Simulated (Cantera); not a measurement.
# Equilibrium for calcination and drying: K₂SO₄ + H₂

Input: 1 mol K₂SO₄, 0.21 mol H₂, held at 0.00133 bar.

Method: chemical equilibrium by Gibbs-energy minimisation in Cantera with the NASA 1993 tables (ideal gas, pure condensed phases). Candidate condensed phases: H₂O, H₂SO₄, K, KOH, KO₂, K₂O, K₂O₂, K₂S, K₂SO₄, S; 26 gas species. Mutual solubility and eutectic melting of coexisting phases are not modelled. Gases not in the tables: S₃ to S₇. Kinetics and transport are ignored.

From 627 °C to 927 °C the condensed part is K₂S(s) + K₂SO₄(s). At 1027 °C the condensed part is K₂SO₄(s). From 1127 °C to 1227 °C the condensed part is K₂SO₄(l). At 1327 °C nothing is condensed. The main K-bearing gas is KOH at 627 °C and K₂SO₄ at 1327 °C.

```csv
T (°C),x H₂O,x KOH,x K₂SO₄,x K,x SO₂,x H₂,x O₂,x S₂,x H₂S,n K₂S(s),n K₂SO₄(s),n K₂SO₄(l)
627,0.790,0.000787,1.60e-8,5.19e-5,7.32e-8,0.209,<1e-12,1.50e-8,0.000421,0.0414,0.958,0
727,0.811,0.00397,1.03e-6,0.000638,1.23e-5,0.183,<1e-12,6.35e-6,0.00228,0.0424,0.957,0
827,0.810,0.0150,2.93e-5,0.00501,0.000731,0.160,<1e-12,0.000703,0.00787,0.0419,0.956,0
927,0.741,0.0563,0.000455,0.0358,0.0124,0.131,3.86e-12,0.0110,0.0112,0.0367,0.953,0
1027,0.412,0.157,0.00443,0.219,0.0907,0.0649,2.28e-10,0.0447,0.00556,0,0.928,0
1127,0.256,0.219,0.0263,0.255,0.236,0.00680,2.17e-7,3.96e-5,9.53e-6,0,0,0.851
1227,0.182,0.289,0.110,0.183,0.236,0.000459,0.000422,6.51e-10,1.55e-9,0,0,0.778
1327,0.0179,0.167,0.287,0.226,0.197,1.01e-5,0.104,<1e-12,<1e-12,0,0,0
```
x: gas mole fraction; n: condensed amount in mol.
